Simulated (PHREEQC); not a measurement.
1.2 g of hydrous ferric oxide (600 m²/g; 0.2 weak and 0.005 strong sites per Fe, Dzombak-Morel constants, diffuse double layer) in 1 kg of water with 0.005 mol/kgw of an inert sodium salt and 1.8 mmol/kgw H3BO3 and 0.057 mmol/kgw Ag2SO4, at 25 °C; the pH is set by adding NaOH or the inert anion's acid. Oxygen alone is held at its pressure in air (log pO2 = -0.68). No CO2 enters from the air. Nothing may precipitate in this run.

Base run: PHREEQC, ion-association model, wateq4f.dat. Each further column changes one thing. The table gives Ag sorbed (%).

| pH | base | no electrostatic term (-no_edl) | background salt from 0.005 to 0.0005 mol/kgw | oxide from 1.2 to 6 g/kgw | 0.0037 mol/kgw NaF added |
|---|---|---|---|---|---|
| 3 | 0.0 | 0.0 | 0.0 | 0.1 | 0.0 |
| 4.33 | 1.3 | 0.0 | 1.7 | 6.0 | 0.2 |
| 5 | 6.6 | 0.1 | 7.4 | 26.3 | 2.0 |
| 5.67 | 20.9 | 1.3 | 22.0 | ___ | 12.3 |
| 7 | 55.7 | 48.2 | 56.1 | ___ | ___ |
| 8.33 | 86.0 | ___ | 86.4 | 99.8 | 85.2 |
| 9 | 96.0 | 93.6 | 96.1 | 100.0 | 95.8 |
| 9.67 | 99.1 | 95.7 | 99.1 | 100.0 | 99.0 |
| 11 | 99.9 | ___ | 99.9 | 100.0 | 99.9 |

### Question
What belongs in the gaps?

### Answer

- 5.67, oxide from 1.2 to 6 g/kgw: 61.9
- 7, oxide from 1.2 to 6 g/kgw: 96.9
- 7, 0.0037 mol/kgw NaF added: 53.2
- 8.33, no electrostatic term (-no_edl): 85.7
- 11, no electrostatic term (-no_edl): 95.9

The oxide is taken as insoluble; below pH 4 it would dissolve. Real BF4- forms and hydrolyses slowly; the run takes it at equilibrium.
